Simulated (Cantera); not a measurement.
An adiabatic, constant-pressure homogeneous reactor starts with 7.81 % CH4, 10.1 % CO, 17.3 % O2, 64.8 % N2, equivalence ratio 1.2, at 1625 K and 240000 Pa.

Computed with Cantera and GRI-Mech 3.0 (53 species, 325 reactions).

One state of this run: T (K) = 2873; x CH4 = <1e-12; x CO = 0.0937; x O2 = 0.0135; x HCO = 1.87e-7; x N2O = 7.19e-7; x C2H4 = <1e-12. x: mole fraction; the columns are a selection and need not sum to one.

Question: Which value of t (s) does it belong to?
(A) 0.000289
(B) 4.58e-6
(C) 0.00347
(D) 2.00e-6

Answer: C, 0.00347
